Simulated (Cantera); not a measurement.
## Transport properties of process gases

Gas mixture: N2 : NO = 0.65 : 0.27 (molar parts), at 2.40 bar, frozen composition.

Cantera's kinetic-theory transport with the Lennard-Jones parameters of GRI-Mech 3.0, ideal gas; thermal conductivity in the mixture-averaged form. The composition is frozen, though it would react at the higher temperatures.

```tsv
T (K)	ρ (kg/m³)	cp (J/kg/K)	μ (µPa s)	λ (mW/m/K)	Pr	D (cm²/s) N2	D (cm²/s) H2	D (cm²/s) CH3
400	2.06	1032	22.6	32.7	0.713	0.143	0.535	0.158
550	1.50	1054	28.2	42.1	0.706	0.247	0.913	0.274
700	1.18	1087	33.2	51.2	0.703	0.370	1.37	0.412
850	0.971	1125	37.7	60.1	0.706	0.513	1.89	0.572
1000	0.826	1158	41.9	68.6	0.708	0.673	2.47	0.752
1150	0.718	1182	45.9	76.8	0.707	0.849	3.11	0.949
```
D: mixture-averaged diffusion coefficient of that species in the mixture.
